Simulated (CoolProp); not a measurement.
Vapour-liquid equilibrium of R125 (1) + R227EA (2) at 244 K; x and y are mole fractions of (1).

Values from CoolProp's multi-fluid Helmholtz-energy mixture model, Lemmon 2005 and Lemmon 2016; pair parameters Bell 2016.

| x | bubble pressure, mixture model (MPa) | bubble pressure, Raoult's law (MPa) | y, mixture model | y, Raoult's law |
|---|---|---|---|---|
| 0.05 | 0.06491 | 0.06525 | ___ | 0.181 |
| 0.2 | ___ | 0.09223 | ___ | 0.512 |
| 0.35 | 0.1182 | 0.1192 | ___ | 0.693 |
| 0.5 | 0.1452 | 0.1462 | 0.796 | 0.808 |
| 0.65 | 0.1722 | 0.1732 | ___ | 0.886 |
| 0.8 | 0.1993 | 0.2001 | ___ | 0.944 |
| 0.95 | ___ | 0.2271 | ___ | 0.988 |

### Question
Complete the blanks.

### Answer

- 0.05, y, mixture model: 0.172
- 0.2, bubble pressure, mixture model (MPa): 0.09137
- 0.2, y, mixture model: 0.497
- 0.35, y, mixture model: 0.680
- 0.65, y, mixture model: 0.877
- 0.8, y, mixture model: 0.938
- 0.95, bubble pressure, mixture model (MPa): 0.2268
- 0.95, y, mixture model: 0.986

The largest gap from Raoult's law is -0.9 % in bubble pressure, at x = 0.2. No azeotrope shows between x = 0.05 and 0.95.

The pair parameters rest on a limited set of measurements; away from them the model extrapolates.
